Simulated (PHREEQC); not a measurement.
Consider water at 25 °C with 0.068 mol/kgw CdCl2, 0.072 mol/kgw CuCl2, 0.00042 mol/kgw NaF and 0.099 mol/kgw NaHSO4. Closed to the air; pH follows from the charge balance.

Model: ion-association model, phreeqc.dat, run in PHREEQC.

This is a speciation only: nothing precipitates in the calculation.

Q: What pH, activity of water does the model give?

A: pH 1.35; activity of water 0.990.

Q: In which forms is S present?

A: HSO4- 42 %, SO4-2 31 %, CuSO4 17 %, CdSO4 4.1 %, NaSO4- 3.5 %, Cd(SO4)2-2 2.4 % of the S.
